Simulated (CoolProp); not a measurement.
Vapour-liquid equilibrium of hydrogen sulfide (1) + isobutane (2) at -39.05 °C; x and y are mole fractions of (1).

The numbers come from the multi-fluid Helmholtz-energy mixture model, Lemmon 2006 and Bücker 2006; pair parameters Kunz 2012 in CoolProp.

```
x     bubble pressure, mixture model (MPa)  bubble pressure, Raoult's law (MPa)  y, mixture model  y, Raoult's law
----  ------------------------------------  -----------------------------------  ----------------  ---------------
0.05                               0.05480                              0.04196             0.472            0.318
0.15                                0.1020                              0.06563             0.740            0.610
0.25                                0.1416                              0.08931             0.829            0.747
0.35                                0.1716                               0.1130             0.870            0.827
0.45                                0.1931                               0.1367             0.894            0.879
0.55                                0.2086                               0.1603             0.910            0.915
0.65                                0.2208                               0.1840             0.923            0.943
0.75                                0.2322                               0.2077             0.937            0.964
0.85                                0.2446                               0.2314             0.954            0.980
0.95                                0.2590                               0.2550             0.981            0.994
```

The largest gap from Raoult's law is +58.5 % in bubble pressure, at x = 0.25. No azeotrope shows between x = 0.05 and 0.95.

Pair parameters are fitted to limited data, so mixtures are less certain than the pure fluids. With so large a gap from Raoult's law the liquid may split in two, which this calculation doesn't test in full.
